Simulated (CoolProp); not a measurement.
Nitrous oxide along the isotherm 347.1 K: Z from the reference equation and from simpler models built on Tc = 309.5 K, pc = 7.245 MPa, ω = 0.161; each cubic takes its own stable root.

Computed with CoolProp (reference Helmholtz-energy equation of state, Lemmon 2006). It is a short technical equation, of lower accuracy than the large ones.

```json
[
 {"p (MPa)": "0.836", "phase": "gas", "reference": "0.9720"},
 {"p (MPa)": "1.67", "phase": "gas", "reference": "0.9434"},
 {"p (MPa)": "2.51", "phase": "gas", "reference": "0.9136"},
 {"p (MPa)": "3.34", "phase": "gas", "reference": "0.8832"},
 {"p (MPa)": "4.18", "phase": "gas", "reference": "0.8513"},
 {"p (MPa)": "5.02", "phase": "gas", "reference": "0.8181"},
 {"p (MPa)": "5.85", "phase": "gas", "reference": "0.7839"},
 {"p (MPa)": "6.69", "phase": "gas", "reference": "0.7477"},
 {"p (MPa)": "7.52", "phase": "supercritical", "reference": "0.7102"},
 {"p (MPa)": "8.36", "phase": "supercritical", "reference": "0.6704"},
 {"p (MPa)": "9.2", "phase": "supercritical", "reference": "0.6289"},
 {"p (MPa)": "10", "phase": "supercritical", "reference": "0.5884"},
 {"p (MPa)": "10.9", "phase": "supercritical", "reference": "0.5431"}
]
```

Q: How far does each simpler model (Redlich-Kwong, Soave-Redlich-Kwong) lie from the reference over these 13 states: mean and median of the absolute difference, and the worst?

A: 
- Redlich-Kwong: mean 0.7 %, median 0.6 %, worst -1.4 % at 347.1 K and 10 MPa
- Soave-Redlich-Kwong: mean 1.7 %, median 0.9 %, worst +6.1 % at 347.1 K and 10.9 MPa
